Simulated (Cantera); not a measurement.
A perfectly stirred reactor is fed with CH4 : O2 : N2 = 1 : 2.5 : 9.4 (molar parts), at 0.830 bar; it is adiabatic with a 525 K inlet, and is followed from long to short residence time, starting on the burning branch (τ in s: 0.069, 0.036, 0.019, 0.0096, 0.005, 0.0026, 0.0013, 0.0007, 0.00036, 0.00019, 9.8e-05, 5.1e-05, 2.6e-05).

Model: GRI-Mech 3.0 (53 species, 325 reactions), integrated in Cantera.

Q: What does this change do: inlet temperature 525 to 375 K?

A: 
```csv
quantity,before,after
"blow-out, bracketed by the residence times tried","burning at 98.0 µs, out at 51.0 µs","burning at 0.190 ms, out at 98.0 µs"
x(CH4) at τ = 69.0 ms,5.11e-6,7.39e-6
x(O2) at τ = 69.0 ms,0.0389,0.0389
x(NO) at τ = 69.0 ms,0.000629,0.000228
x(HO2) at τ = 69.0 ms,1.78e-6,1.49e-6
x(H) at τ = 69.0 ms,0.000211,0.000138
x(CH4) at τ = 1.30 ms,9.32e-5,0.000121
x(O2) at τ = 1.30 ms,0.0443,0.0442
x(NO) at τ = 1.30 ms,6.64e-5,4.23e-5
x(HO2) at τ = 1.30 ms,6.81e-6,8.47e-6
x(H) at τ = 1.30 ms,0.00295,0.00269
```

Q: What does this change do: inlet temperature 525 to 723 K?

A: 
```json
[
 {"quantity": "blow-out, bracketed by the residence times tried", "before": "burning at 98.0 µs, out at 51.0 µs", "after": "burning at 51.0 µs, out at 26.0 µs"},
 {"quantity": "x(CH4) at τ = 69.0 ms", "before": "5.11e-6", "after": "3.00e-6"},
 {"quantity": "x(O2) at τ = 69.0 ms", "before": "0.0389", "after": "0.0388"},
 {"quantity": "x(NO) at τ = 69.0 ms", "before": "0.000629", "after": "0.00208"},
 {"quantity": "x(HO2) at τ = 69.0 ms", "before": "1.78e-6", "after": "2.45e-6"},
 {"quantity": "x(H) at τ = 69.0 ms", "before": "0.000211", "after": "0.000431"},
 {"quantity": "x(CH4) at τ = 1.30 ms", "before": "9.32e-5", "after": "6.83e-5"},
 {"quantity": "x(O2) at τ = 1.30 ms", "before": "0.0443", "after": "0.0446"},
 {"quantity": "x(NO) at τ = 1.30 ms", "before": "6.64e-5", "after": "0.000132"},
 {"quantity": "x(HO2) at τ = 1.30 ms", "before": "6.81e-6", "after": "5.30e-6"},
 {"quantity": "x(H) at τ = 1.30 ms", "before": "0.00295", "after": "0.00330"}
]
```
